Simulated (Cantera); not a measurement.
An adiabatic, constant-pressure homogeneous reactor starts with CH4 : O2 : N2 : H2O = 1 : 1.11 : 12.2 : 0.46 (molar parts), at 1575 K and 101000 Pa.

Detailed kinetics in Cantera: GRI-Mech 3.0 (53 species, 325 reactions).

x: mole fraction; the columns are a selection and need not sum to one.

```tsv
t (s)	T (K)	x CH4	x O2	x H2O	x N2O	x OH	x HCN
3.00e-6	1575	0.0677	0.0752	0.0311	<1e-12	1.96e-8	<1e-12
1.15e-5	1575	0.0677	0.0752	0.0311	3.91e-12	2.94e-8	<1e-12
4.38e-5	1575	0.0677	0.0751	0.0311	4.04e-11	6.92e-8	<1e-12
0.000168	1575	0.0676	0.0751	0.0312	3.02e-10	2.35e-7	<1e-12
0.000641	1577	0.0665	0.0746	0.0318	1.95e-9	1.10e-6	1.18e-12
0.00245	2138	[?]	[?]	0.0927	[?]	[?]	[?]
0.00936	2144	2.99e-10	1.52e-6	0.0927	4.89e-9	0.000203	3.73e-6
0.0358	2144	2.71e-12	1.36e-6	0.0927	3.61e-9	0.000192	5.42e-8
0.137	2145	2.56e-12	1.36e-6	0.0927	[?]	0.000192	[?]
0.523	2145	2.49e-12	1.36e-6	0.0928	1.63e-9	0.000193	1.83e-8
2.00	2145	2.49e-12	1.37e-6	0.0928	1.58e-9	0.000193	1.65e-8
```

Task: Complete the blanks.

Result: 
- 0.00245, x CH4: 1.66e-5
- 0.00245, x O2: 4.71e-6
- 0.00245, x N2O: 7.73e-9
- 0.00245, x OH: 0.000349
- 0.00245, x HCN: 5.40e-5
- 0.137, x N2O: 2.21e-9
- 0.137, x HCN: 3.26e-8
